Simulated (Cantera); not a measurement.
Equilibrium for hydrogen reduction and annealing atmospheres: FeS + H₂ + N₂

A closed system holds: 1 mol FeS, 1100 mol H₂, 34 mol N₂, at 0.100 bar.

Equilibrium computed with Cantera from the NASA thermochemical tables; the gas is ideal and each condensed phase is pure. Candidate condensed phases: Fe, FeS, FeS₂, S; 16 gas species. FeS: taken at fixed stoichiometry. Rates play no part.

From 773 K to 973 K the condensed part is Fe(α) + FeS(s). From 1073 K to 1173 K the condensed part is Fe(α). From 1273 K to 1573 K the condensed part is Fe(γ). From 1673 K to 1773 K the condensed part is Fe(δ). At 1873 K the condensed part is Fe(l). At 1973 K nothing is condensed.

```
T (K)  log p H₂  log p N₂  log p H  log p H₂S  log p Fe  log p SH  log p NH₃  log p S  n Fe(α)  n FeS(s)  n Fe(γ)  n Fe(δ)  n Fe(l)
-----  --------  --------  -------  ---------  --------  --------  ---------  -------  -------  --------  -------  -------  -------
773       -1.01     -2.52   -12.55      -4.98      <-13    -12.21      -5.18     <-13    0.120     0.880        0        0        0
873       -1.01     -2.52   -10.84      -4.47      <-13    -10.43      -5.60     <-13    0.386     0.614        0        0        0
973       -1.01     -2.52    -9.47      -4.07      <-13     -9.02      -5.94     <-13    0.972    0.0280        0        0        0
1073      -1.01     -2.52    -8.36      -4.05    -12.38     -8.18      -6.21   -12.25     1.00         0        0        0        0
1173      -1.01     -2.52    -7.44      -4.05    -10.71     -7.50      -6.44   -10.97     1.00         0        0        0        0
1273      -1.01     -2.52    -6.65      -4.06     -9.30     -6.92      -6.64    -9.90        0         0    1.000        0        0
1373      -1.01     -2.52    -5.98      -4.06     -8.11     -6.43      -6.81    -8.98        0         0    1.000        0        0
1473      -1.01     -2.52    -5.40      -4.06     -7.08     -6.01      -6.95    -8.19        0         0    0.999        0        0
1573      -1.01     -2.52    -4.90      -4.07     -6.18     -5.64      -7.08    -7.51        0         0    0.993        0        0
1673      -1.01     -2.52    -4.45      -4.08     -5.40     -5.33      -7.19    -6.91        0         0        0    0.954        0
1773      -1.01     -2.52    -4.05      -4.11     -4.70     -5.07      -7.29    -6.39        0         0        0    0.776        0
1873      -1.01     -2.52    -3.70      -4.15     -4.10     -4.85      -7.38    -5.95        0         0        0        0    0.102
1973      -1.02     -2.52    -3.38      -4.21     -4.06     -4.68      -7.46    -5.57        0         0        0        0        0
```
log p: log10 of the partial pressure in bar; n: condensed amount in mol.
